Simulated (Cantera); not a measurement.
An isothermal, constant-pressure homogeneous reactor starts with CH4 : CO2 : H2 = 1 : 1.8 : 1.9 (molar parts), at 1800 K and 323 Torr.

Detailed kinetics in Cantera: GRI-Mech 3.0 (53 species, 325 reactions).

One state of this run: x CH4 = 4.11e-8; x CO2 = 0.0211; x H2 = 0.484; x H2O = 0.0983; x C2H6 = <1e-12. x: mole fraction; the columns are a selection and need not sum to one.

Problem. Which value of t (s) does it belong to?
A. 8.00e-6
B. 0.00278
C. 8.30e-5
D. 10.0

Solution. D, 10.0
